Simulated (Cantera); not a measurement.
What does this Cantera script print?

```python
import numpy as np
import cantera as ct

gas_names = """
    H2 H2O
""".split()
cond_names = """
    SrO2H2(s) SrO2H2(L) Sr(a) Sr(b) Sr(L)
""".split()


# ... load() reads the species with a 1 bar reference pressure and builds the phases ...
species = {s.name: s for s in load("nasa_gas.yaml", gas_names) + load("nasa_condensed.yaml", cond_names)}
# Each term lists the table entries of one substance; the one whose range holds T is used.
reactions = {
    'Sr(OH)2 + H2(g) = 2 H2O(g) + Sr':
        [(-1, ['SrO2H2(s)', 'SrO2H2(L)']), (-1, ['H2']), (2, ['H2O']), (1, ['Sr(a)', 'Sr(b)', 'Sr(L)'])],
}


def pick(names, T):
    return next(species[n] for n in names if species[n].thermo.min_temp <= T <= species[n].thermo.max_temp)


results = []
for label, terms in reactions.items():
    print(label)
    print("     T/K   dH/kJ  dS/(J/K)   dG/kJ   log10 K")
    for T in [898, 998, 1098, 1198, 1298, 1398, 1498, 1598, 1698]:
        used = [(nu, pick(names, T)) for nu, names in terms]
        dH = sum(nu * s.thermo.h(T) for nu, s in used) / 1e6
        dS = sum(nu * s.thermo.s(T) for nu, s in used) / 1e3
        dG = dH - T * dS / 1e3
        logK = -dG * 1e6 / (ct.gas_constant * T * np.log(10))
        results.append((label, T, dH, dS, dG, logK, [s.name for _, s in used]))
        print(f"{T:8g} {dH:8.1f} {dS:8.1f} {dG:8.1f} {logK:8.2f}")
```

It prints:

```
Sr(OH)2 + H2(g) = 2 H2O(g) + Sr
     T/K   dH/kJ  dS/(J/K)   dG/kJ   log10 K
     898    438.6    137.5    315.1   -18.33
     998    430.9    129.4    301.8   -15.80
    1098    432.0    130.4    288.8   -13.74
    1198    425.4    124.7    276.0   -12.03
    1298    419.2    119.7    263.8   -10.62
    1398    413.0    115.2    252.1    -9.42
    1498    407.1    111.1    240.7    -8.39
    1598    401.3    107.3    229.8    -7.51
    1698    395.7    103.9    219.3    -6.75
```

Source: NASA polynomial tables (part measured, part estimated), evaluated in Cantera. Condensed species are held in their standard states even where they would react or evaporate.
